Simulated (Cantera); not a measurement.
A perfectly stirred reactor is fed with N2O : H2O = 1 : 0.0072 (molar parts), at 760 Torr; it is held at 1275 K, and followed from long to short residence time.

Model: GRI-Mech 3.0 (53 species, 325 reactions), integrated in Cantera. GRI-Mech 3.0 was tuned for natural gas; its chemistry of N2O as a main component is partial and can be far from experiment. The mechanism lacks the step 2 NO + O2 → 2 NO2, which can matter for NO2 below about 1400 K. The temperature is held fixed by assumption; the heat of reaction is taken as removed at once.

Question: What does this change do: temperature 1275 to 1473 K?

Answer: 
```csv
quantity,before,after
x(N2O) at τ = 0.890 s,0.282,0.0276
x(H2O) at τ = 0.890 s,0.00544,0.00482
x(NO) at τ = 0.890 s,0.0457,0.0610
x(H) at τ = 0.890 s,2.46e-9,2.76e-8
x(NO2) at τ = 0.890 s,0.000591,0.000445
x(N2O) at τ = 71.0 ms,0.801,0.216
x(H2O) at τ = 71.0 ms,0.00668,0.00526
x(NO) at τ = 71.0 ms,0.0152,0.0887
x(H) at τ = 71.0 ms,3.64e-9,7.09e-8
x(NO2) at τ = 71.0 ms,0.000447,0.000737
```

Question: What does this change do: N2O 1 to 6.5 parts?

Answer: 
```
quantity                 before     after
---------------------  --------  --------
x(N2O) at τ = 0.890 s     0.282     0.289
x(H2O) at τ = 0.890 s   0.00544  0.000842
x(NO) at τ = 0.890 s     0.0457    0.0478
x(H) at τ = 0.890 s     2.46e-9   1.03e-9
x(NO2) at τ = 0.890 s  0.000591  0.000526
x(N2O) at τ = 71.0 ms     0.801     0.810
x(H2O) at τ = 71.0 ms   0.00668   0.00103
x(NO) at τ = 71.0 ms     0.0152    0.0159
x(H) at τ = 71.0 ms     3.64e-9   1.60e-9
x(NO2) at τ = 71.0 ms  0.000447  0.000270
```
